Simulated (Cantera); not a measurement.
Input: 1 mol B, 4.9 mol N₂, 3.9 mol H₂O, equilibrated at 1975 K and 6000 Pa.

Equilibrium computed with Cantera from the NASA thermochemical tables; the gas is ideal and each condensed phase is pure. Candidate condensed phases: B, BN, B₂O₃, B₃O₃H₃, H₂O; 39 gas species. Kinetics and transport are ignored.

Base state: N₂ 0.526, H₂O 0.209, H₂ 0.160, HBO₂ 0.0976, B₂O₃ 0.00458, H 0.00223, HBO 0.000380, OH 0.000278 (mole fractions); condensed: gas only.

Task: What changes in the equilibrium state with this change: 1.5 mol NH₃ added?

Result: 
| species | before | after |
|---|---|---|
| N₂ | 0.526 | 0.459 |
| H₂ | 0.160 | 0.302 |
| H₂O | 0.209 | 0.158 |
| HBO₂ | 0.0976 | 0.0734 |
| NO | 1.62e-5 | 6.06e-6 |
| HBO | 0.000380 | 0.000713 |
| BO₂ | 0.000157 | 8.59e-5 |
| OH | 0.000278 | 0.000153 |
| H | 0.00223 | 0.00307 |

Task: What changes in the equilibrium state with this change: pressure from 6000 Pa to 150 Pa?

Result: 
```csv
species,before,after
N₂,0.526,0.522
H₂O,0.209,0.206
H₂,0.160,0.154
H,0.00223,0.0139
HBO₂,0.0976,0.0958
O₂,1.62e-6,6.75e-5
O,2.86e-6,0.000117
```
